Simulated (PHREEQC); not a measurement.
Buffer: speciation

A solution holds 0.0028 mol NaHCO3 and 0.00024 mol Na2B4O7 per kg of water, at 25 °C. Closed to the air; pH follows from the charge balance.

All values are PHREEQC results (ion-association model, wateq4f.dat), not measurements.

Each row changes one thing in this solution. This is a speciation only: nothing precipitates in the calculation.

| case | pH | ionic strength (mol/kgw) | HCO3- (mol/kgw) | H3BO3 (mol/kgw) | H2BO3- (mol/kgw) | CO3-2 (mol/kgw) | SI of Nahcolite (NaHCO3) | SI of Natron (Na2CO3:10H2O) |
|---|---|---|---|---|---|---|---|---|
| as made | 8.95 | 0.00340 | 0.00265 | 0.000622 | 0.000338 | 0.000132 | -4.57 | -7.70 |
| temperature from 25 to 40 °C | 8.81 | 0.00339 | 0.00265 | 0.000630 | 0.000329 | 0.000126 | -4.70 | -8.28 |
| temperature from 25 to 15 °C | 9.04 | 0.00340 | 0.00265 | 0.000615 | 0.000345 | 0.000131 | -4.47 | -7.30 |
| 0.00053 mol/kgw MnCl2 added | 8.44 | 0.00389 | 0.00239 | 0.000822 | 0.000138 | 3.72e-5 | -4.62 | -8.26 |
| NaHCO3 from 0.0028 to 0.028 mol/kgw | 8.35 | 0.0285 | 0.0269 | 0.000831 | 0.000129 | 0.000450 | -2.71 | -5.55 |
| diluted 100-fold with water | 8.49 | 3.32e-5 | 2.74e-5 | 8.14e-6 | 1.46e-6 | 4.07e-7 | -8.50 | -14.07 |

Species that the database lacks are ignored. Some of these states are supersaturated (in Rhodochrosite, for instance). At this temperature some constants are extrapolated from 25 °C, and those without enthalpy data are left unchanged.
